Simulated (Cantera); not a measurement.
Input: 1 mol Al, 0.66 mol N₂, 1.1 mol H₂, held at 1223.15 K and 27.0 Pa.

Cantera equilibrium calculation (NASA polynomials, part measured and part estimated; ideal gas, pure solids and liquids). Candidate condensed phases: Al, AlN; 13 gas species. The numbers say what is thermodynamically allowed, not how fast it happens.

Base state: H₂ 0.873, N₂ 0.127, H 1.71e-5 (mole fractions); condensed: AlN(s).

Task: What changes in the equilibrium state with this change: temperature from 1223.15 K to 1825 K?

Result: 
```
species       before    after
-----------  -------  -------
H₂             0.873    0.506
Al             <1e-9    0.265
N₂             0.127    0.208
H            1.71e-5   0.0191
AlH            <1e-9  0.00132
Al₂            <1e-9  1.57e-5
AlN(s), mol     1.00    0.433
```
